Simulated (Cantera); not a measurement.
An isothermal, constant-pressure homogeneous reactor starts with 6.72 % H2, 93.3 % O2, at 1150 K and 2500 Pa.

Model: the H2/O2 subset of GRI-Mech 3.0, which has no nitrogen chemistry, integrated in Cantera. Radical loss at walls, strong at low pressure, is not modelled. The temperature is held fixed by assumption; the heat of reaction is taken as removed at once.

x: mole fraction; the columns are a selection and need not sum to one.

```json
[
 {"t (s)": "3.00e-5", "x H2": "0.0672", "x O2": "0.933", "x H": "9.07e-10", "x HO2": "1.21e-9", "x H2O": "1.46e-10", "x OH": "3.72e-10", "x H2O2": "<1e-12"},
 {"t (s)": "0.000125", "x H2": "0.0672", "x O2": "0.933", "x H": "5.10e-9", "x HO2": "5.09e-9", "x H2O": "6.67e-9", "x OH": "4.26e-9", "x H2O2": "2.05e-12"},
 {"t (s)": "0.000522", "x H2": "0.0672", "x O2": "0.933", "x H": "9.69e-7", "x HO2": "3.77e-8", "x H2O": "2.49e-6", "x OH": "9.17e-7", "x H2O2": "4.33e-11"},
 {"t (s)": "0.00218", "x H2": "0.00203", "x O2": "0.891", "x H": "0.0132", "x HO2": "9.75e-6", "x H2O": "0.0568", "x OH": "0.00414", "x H2O2": "…"},
 {"t (s)": "0.00909", "x H2": "0.000624", "x O2": "0.914", "x H": "0.00312", "x HO2": "7.91e-6", "x H2O": "0.0654", "x OH": "0.00237", "x H2O2": "…"},
 {"t (s)": "0.0379", "x H2": "7.41e-5", "x O2": "0.928", "x H": "0.000124", "x HO2": "3.31e-6", "x H2O": "0.0689", "x OH": "0.000810", "x H2O2": "…"},
 {"t (s)": "0.158", "x H2": "5.04e-6", "x O2": "0.930", "x H": "2.33e-6", "x HO2": "5.62e-7", "x H2O": "0.0694", "x OH": "0.000216", "x H2O2": "…"},
 {"t (s)": "0.660", "x H2": "4.71e-7", "x O2": "0.930", "x H": "7.13e-8", "x HO2": "7.67e-8", "x H2O": "0.0695", "x OH": "6.78e-5", "x H2O2": "…"},
 {"t (s)": "2.75", "x H2": "6.69e-8", "x O2": "0.930", "x H": "4.00e-9", "x HO2": "1.39e-8", "x H2O": "0.0695", "x OH": "2.60e-5", "x H2O2": "…"},
 {"t (s)": "11.5", "x H2": "1.25e-8", "x O2": "0.930", "x H": "3.30e-10", "x HO2": "5.44e-9", "x H2O": "0.0695", "x OH": "1.13e-5", "x H2O2": "8.32e-10"},
 {"t (s)": "47.9", "x H2": "3.12e-9", "x O2": "0.930", "x H": "4.18e-11", "x HO2": "6.41e-9", "x H2O": "0.0695", "x OH": "5.66e-6", "x H2O2": "2.38e-10"},
 {"t (s)": "200", "x H2": "1.98e-9", "x O2": "0.930", "x H": "2.12e-11", "x HO2": "7.59e-9", "x H2O": "0.0695", "x OH": "4.50e-6", "x H2O2": "1.60e-10"}
]
```

**Question.** Fill in the missing entries.

**Answer.** 
- 0.00218, x H2O2: 2.79e-7
- 0.00909, x H2O2: 2.39e-7
- 0.0379, x H2O2: 1.76e-7
- 0.158, x H2O2: 6.23e-8
- 0.660, x H2O2: 1.53e-8
- 2.75, x H2O2: 3.53e-9
